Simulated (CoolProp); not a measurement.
A simple Rankine cycle with R124: condensing at 310.15 K, boiler at 1.6 MPa, turbine inlet 369 K, turbine efficiency 0.75, pump efficiency 0.7, no recuperator. Each further row changes one setting.

Model: reference Helmholtz-energy equation of state, de Vries 1995, in CoolProp.

```
case                             thermal efficiency (%)  net work (kJ/kg)  heat in (kJ/kg)  turbine exit temperature (K)  volume ratio over the turbine
-------------------------------  ----------------------  ----------------  ---------------  ----------------------------  -----------------------------
as stated                                           7.6              13.2              175                         336.2                           3.15
turbine inlet 389 K                                 7.6              14.7       (withheld)                         358.1                           3.06
condensing temperature 302.15 K                     8.8              16.2       (withheld)                    (withheld)                           3.98
boiler pressure 1.12 MPa                     (withheld)        (withheld)              182                    (withheld)                           2.10
turbine efficiency 0.65                      (withheld)              11.3              175                    (withheld)                           3.18
```

**Question.** Fill in the missing entries.

**Answer.** 
- turbine inlet 389 K, heat in (kJ/kg): 195
- condensing temperature 302.15 K, heat in (kJ/kg): 184
- condensing temperature 302.15 K, turbine exit temperature (K): 330.4
- boiler pressure 1.12 MPa, thermal efficiency (%): 5.3
- boiler pressure 1.12 MPa, net work (kJ/kg): 9.70
- boiler pressure 1.12 MPa, turbine exit temperature (K): 349.1
- turbine efficiency 0.65, thermal efficiency (%): 6.5
- turbine efficiency 0.65, turbine exit temperature (K): 338.4
